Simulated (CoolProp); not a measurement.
A simple Rankine cycle with cyclohexane: condensing at 310.15 K, boiler at 0.827 MPa, turbine inlet 446.3 K, turbine efficiency 0.85, pump efficiency 0.8, no recuperator. Each further row changes one setting.

Model: reference Helmholtz-energy equation of state, Zhou 2014, in CoolProp.

| case | thermal efficiency (%) | net work (kJ/kg) | heat in (kJ/kg) | turbine exit temperature (K) | volume ratio over the turbine |
|---|---|---|---|---|---|
| as stated | 19.5 | 115 | 589 | 370.4 | 37.3 |
| turbine inlet 466.3 K | ___ | 122 | 634 | 392.2 | 36.7 |
| condensing temperature 302.15 K | 20.6 | 125 | 605 | 364.1 | ___ |
| boiler pressure 0.579 MPa | 17.9 | 107 | 598 | 380.2 | 25.1 |
| turbine efficiency 0.75 | 17.1 | 101 | 589 | 378.6 | ___ |

Question: Fill in the missing entries.

Answer: 
- turbine inlet 466.3 K, thermal efficiency (%): 19.2
- condensing temperature 302.15 K, volume ratio over the turbine: 51.5
- turbine efficiency 0.75, volume ratio over the turbine: 38.1
